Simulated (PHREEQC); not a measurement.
TMAH is added in steps, without added water, to 1 kg of water holding 0.002 mol H2SO4 and 3.3e-05 mol NaCl, at 25 °C. Oxygen alone is held at its pressure in air (log pO2 = -0.68). The system is closed to CO2. Precipitation was switched off in this run.

Base run: PHREEQC, ion-association model, phreeqc.dat. Each further column changes one thing. The table gives HSO4- (mol/kgw).

```
TMAH added (mol)      base  Debye-Hückel limiting law  database wateq4f.dat  all activity coefficients set to 1  Davies equation for every ion
----------------  --------  -------------------------  --------------------  ----------------------------------  -----------------------------
0                 0.000412                   0.000399              0.000412                                   ?                       0.000408
0.0002875         0.000387                   0.000375              0.000387                            0.000478                       0.000384
0.0008625         0.000336                   0.000325              0.000336                            0.000418                       0.000332
0.00115           0.000309                   0.000298              0.000309                            0.000386                       0.000306
0.001437          0.000282                   0.000272              0.000281                            0.000354                       0.000279
0.002012          0.000224                   0.000216              0.000224                                   ?                       0.000222
0.0023            0.000194                   0.000187              0.000194                                   ?                       0.000192
0.002587          0.000164                   0.000158              0.000164                                   ?                       0.000162
0.003162           9.98e-5                    9.59e-5               9.98e-5                            0.000129                        9.86e-5
0.00345            6.65e-5                    6.38e-5               6.64e-5                             8.63e-5                        6.57e-5
0.003737           3.22e-5                    3.08e-5               3.22e-5                                   ?                        3.18e-5
0.004313          5.36e-12                   5.22e-12              5.30e-12                                   ?                       5.32e-12
0.0046            2.78e-12                   2.71e-12              2.75e-12                                   ?                       2.76e-12
```

### Question
What belongs in the gaps?

### Answer

- 0, all activity coefficients set to 1: 0.000507
- 0.002012, all activity coefficients set to 1: 0.000284
- 0.0023, all activity coefficients set to 1: 0.000247
- 0.002587, all activity coefficients set to 1: 0.000209
- 0.003737, all activity coefficients set to 1: 4.20e-5
- 0.004313, all activity coefficients set to 1: 6.30e-12
- 0.0046, all activity coefficients set to 1: 3.28e-12

(CH3)4N+ isn't in the database: it is added as a free cation with an ion size of 4 Å. phreeqc.dat and wateq4f.dat share most of their constants, so their agreement is no independent check.
